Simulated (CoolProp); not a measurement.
C3F8 (R218) along the isotherm 440 K: density (kg/m³) from the reference equation and from simpler models built on Tc = 345.0 K, pc = 2640 kPa, ω = 0.317; each cubic takes its own stable root.

Values from CoolProp's reference Helmholtz-energy equation of state, Lemmon 2006. It is a short technical equation, of lower accuracy than the large ones.

```tsv
p (kPa)	phase	reference	ideal gas	van der Waals	Peng-Robinson
63.2	gas	3.259	3.248	3.261	3.261
112	gas	5.789	5.756	5.796	5.796
200	gas	10.38	10.28	10.41	10.41
356	gas	18.63	18.30	18.71	18.70
632	gas	33.57	32.48	33.82	33.79
1120	gas	61.10	57.56	62.00	61.76
2000	gas	114.9	102.8	118.6	116.7
3560	supercritical	225.6	183.0	245.1	229.0
6320	supercritical	461.9	324.8	535.0	458.8
11200	supercritical	788.3	575.6	757.3	789.7
20000	supercritical	1028	1028	900.9	1097
```
